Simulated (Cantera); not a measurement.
# Thermodynamics of calcination and drying, feed Mg(OH)₂ + CO₂

Feed: 1 mol Mg(OH)₂, 8.7 mol CO₂, at 64.5 Torr.

Method: chemical equilibrium by Gibbs-energy minimisation in Cantera with the NASA 1993 tables (ideal gas, pure condensed phases). Candidate condensed phases: C, C₆H₆, C₇H₈, C₈H₁₈, H₂O, Mg, MgCO₃, MgO, Mg(OH)₂; 116 gas species. Kinetics and transport are ignored.

From 1675 K to 2175 K the condensed part is MgO(s). The main Mg-bearing gas is Mg(OH)₂ at 1675 K and Mg at 2175 K.

```json
[
 {"T (K)": "1675", "x CO₂": "0.892", "x H₂O": "0.103", "x CO": "0.00363", "x O₂": "0.00183", "x OH": "0.000175", "x H₂": "0.000126", "x O": "4.99e-6", "x H": "4.45e-6", "n MgO(s)": "1.000"},
 {"T (K)": "1725", "x CO₂": "0.889", "x H₂O": "0.102", "x CO": "0.00535", "x O₂": "0.00269", "x OH": "0.000270", "x H₂": "0.000175", "x O": "1.03e-5", "x H": "8.38e-6", "n MgO(s)": "1.000"},
 {"T (K)": "1775", "x CO₂": "0.886", "x H₂O": "0.102", "x CO": "0.00769", "x O₂": "0.00386", "x OH": "0.000407", "x H₂": "0.000239", "x O": "2.03e-5", "x H": "1.52e-5", "n MgO(s)": "1.000"},
 {"T (K)": "1825", "x CO₂": "0.881", "x H₂O": "0.102", "x CO": "0.0108", "x O₂": "0.00542", "x OH": "0.000598", "x H₂": "0.000320", "x O": "3.86e-5", "x H": "2.69e-5", "n MgO(s)": "1.000"},
 {"T (K)": "1875", "x CO₂": "0.875", "x H₂O": "0.101", "x CO": "0.0150", "x O₂": "0.00746", "x OH": "0.000860", "x H₂": "0.000422", "x O": "7.08e-5", "x H": "4.59e-5", "n MgO(s)": "1.000"},
 {"T (K)": "1925", "x CO₂": "0.867", "x H₂O": "0.101", "x CO": "0.0203", "x O₂": "0.0101", "x OH": "0.00121", "x H₂": "0.000548", "x O": "0.000126", "x H": "7.63e-5", "n MgO(s)": "1.000"},
 {"T (K)": "1975", "x CO₂": "0.857", "x H₂O": "0.1000", "x CO": "0.0270", "x O₂": "0.0134", "x OH": "0.00168", "x H₂": "0.000703", "x O": "0.000217", "x H": "0.000124", "n MgO(s)": "1.000"},
 {"T (K)": "2025", "x CO₂": "0.844", "x H₂O": "0.0990", "x CO": "0.0354", "x O₂": "0.0175", "x OH": "0.00228", "x H₂": "0.000888", "x O": "0.000364", "x H": "0.000196", "n MgO(s)": "1.000"},
 {"T (K)": "2075", "x CO₂": "0.829", "x H₂O": "0.0978", "x CO": "0.0457", "x O₂": "0.0224", "x OH": "0.00304", "x H₂": "0.00111", "x O": "0.000595", "x H": "0.000303", "n MgO(s)": "1.000"},
 {"T (K)": "2125", "x CO₂": "0.811", "x H₂O": "0.0962", "x CO": "0.0580", "x O₂": "0.0283", "x OH": "0.00400", "x H₂": "0.00137", "x O": "0.000948", "x H": "0.000458", "n MgO(s)": "1.000"},
 {"T (K)": "2175", "x CO₂": "0.789", "x H₂O": "0.0944", "x CO": "0.0725", "x O₂": "0.0353", "x OH": "0.00516", "x H₂": "0.00167", "x O": "0.00147", "x H": "0.000680", "n MgO(s)": "0.999"}
]
```
x: gas mole fraction; n: condensed amount in mol.
